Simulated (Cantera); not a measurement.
**Hydrocarbon pyrolysis for carbon deposition**

A perfectly stirred reactor is fed with 1.19 % C2H6, 98.8 % N2, at 135 Torr; it is held at 1325 K, and followed from long to short residence time.

Cantera simulation using GRI-Mech 3.0 (53 species, 325 reactions); the numbers are that mechanism's predictions, not measurements. GRI-Mech 3.0 stops at C3 and has no aromatics, soot or wall deposition, so with more carbon than oxygen in the feed, carbon stays in small species such as C2H2 where larger ones or solid carbon would form.

| τ (s) | x C2H6 | x CH4 | x CH3 | x CH2 | x HCN |
|---|---|---|---|---|---|
| 17 | 2.15e-5 | 0.00234 | 7.25e-6 | 7.13e-10 | 1.96e-8 |
| 5.0 | 4.81e-5 | 0.00215 | 1.05e-5 | 1.61e-9 | 2.17e-8 |
| 1.4 | 0.000117 | 0.00211 | 1.62e-5 | 3.75e-9 | 2.26e-8 |
| 0.41 | 0.000291 | 0.00219 | 2.57e-5 | 8.43e-9 | 2.20e-8 |
| 0.12 | 0.000774 | 0.00221 | 4.27e-5 | 1.90e-8 | 2.06e-8 |
| 0.034 | 0.00220 | 0.00186 | 7.46e-5 | 4.21e-8 | 1.88e-8 |
| 0.0098 | 0.00555 | 0.000997 | 0.000120 | 7.18e-8 | 1.48e-8 |
| 0.0028 | 0.00943 | 0.000294 | 0.000142 | 7.59e-8 | 9.54e-9 |
| 0.00081 | 0.0113 | 5.65e-5 | 0.000107 | 4.27e-8 | 3.73e-9 |
x: mole fraction; the columns are a selection and need not sum to one.
